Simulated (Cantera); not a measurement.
Input: 1 mol Ta₂O₅, 0.63 mol CO, 0.21 mol H₂, at 75.0 Pa.

Equilibrium computed with Cantera from the NASA thermochemical tables; the gas is ideal and each condensed phase is pure. Candidate condensed phases: C, C₆H₆, C₇H₈, C₈H₁₈, H₂O, Ta, TaC, Ta₂O₅; 113 gas species. Mutual solubility and eutectic melting of coexisting phases are not modelled. TaC: taken at fixed stoichiometry. Condensed phases not in the tables: Ta₂C. Kinetics and transport are ignored.

x: gas mole fraction; n: condensed amount in mol.

| T (K) | x CO | x H₂ | x H | x H₂O | n Ta₂O₅(s) | n TaC(s) |
|---|---|---|---|---|---|---|
| 1073 | 0.750 | 0.250 | 2.56e-7 | 6.00e-5 | 1.000 | 0 |
| 1123 | 0.750 | 0.250 | 7.77e-7 | 7.03e-5 | 1.000 | 6.31e-5 |
| 1173 | 0.750 | 0.250 | 2.15e-6 | 8.11e-5 | 1.000 | 6.53e-5 |
| 1223 | 0.750 | 0.250 | ___ | ___ | 1.000 | 6.77e-5 |
| 1273 | 0.750 | 0.250 | 1.30e-5 | 0.000104 | 1.000 | 7.01e-5 |
| 1323 | 0.750 | 0.250 | 2.89e-5 | 0.000116 | 1.000 | 7.26e-5 |
| 1373 | 0.750 | 0.250 | 6.08e-5 | 0.000128 | 1.000 | 7.52e-5 |
| 1423 | 0.750 | 0.250 | ___ | ___ | 1.000 | 7.79e-5 |
| 1473 | 0.750 | 0.250 | 0.000231 | 0.000152 | 1.000 | 8.06e-5 |
| 1523 | 0.750 | 0.250 | 0.000422 | 0.000164 | 1.000 | 8.33e-5 |
| 1573 | 0.750 | 0.249 | 0.000741 | 0.000176 | 1.000 | 8.60e-5 |
| 1623 | 0.749 | 0.249 | 0.00126 | 0.000187 | 1.000 | 8.86e-5 |
| 1673 | 0.749 | 0.249 | 0.00207 | 0.000199 | 1.000 | 9.11e-5 |

Q: Some entries are withheld; supply them.

A: 
- 1423, x H: 0.000121
- 1423, x H₂O: 0.000140
- 1223, x H: 5.49e-6
- 1223, x H₂O: 9.23e-5
